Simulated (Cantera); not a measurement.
Feed: 1 mol Al(CH₃)₃, 21 mol N₂, 510 mol H₂, held at 1873 K and 0.133 bar.

Cantera equilibrium calculation (NASA polynomials, part measured and part estimated; ideal gas, pure solids and liquids). Candidate condensed phases: Al, AlN, C, C₆H₆, C₇H₈, C₈H₁₈; 97 gas species. The feed counts by its element totals alone. Equilibrium is a limit: real reactors are often held back by kinetics, nucleation or transport.

Base state: H₂ 0.958, N₂ 0.0375, H 0.00173, HCN 0.00164, C₂H₂ (acetylene) 0.000299, Al 0.000166, CH₄ 7.47e-5, HNC 7.28e-5 (mole fractions); condensed: AlN(s) + C(graphite).

Question: What changes in the equilibrium state with this change: pressure from 0.133 bar to 1.00 bar?

Answer: 
```json
[
 {"species": "H₂", "before": "0.958", "after": "0.959"},
 {"species": "N₂", "before": "0.0375", "after": "0.0375"},
 {"species": "HCN", "before": "0.00164", "after": "0.00164"},
 {"species": "H", "before": "0.00173", "after": "0.000632"},
 {"species": "CH₄", "before": "7.47e-5", "after": "0.000561"},
 {"species": "Al", "before": "0.000166", "after": "8.07e-6"},
 {"species": "AlH", "before": "2.23e-5", "after": "2.98e-6"},
 {"species": "C₂H₂ (acetylene)", "before": "0.000299", "after": "0.000299"},
 {"species": "HNC", "before": "7.28e-5", "after": "7.28e-5"},
 {"species": "AlN(s), mol", "before": "0.899", "after": "0.994"},
 {"species": "C(graphite), mol", "before": "1.72", "after": "1.46"}
]
```
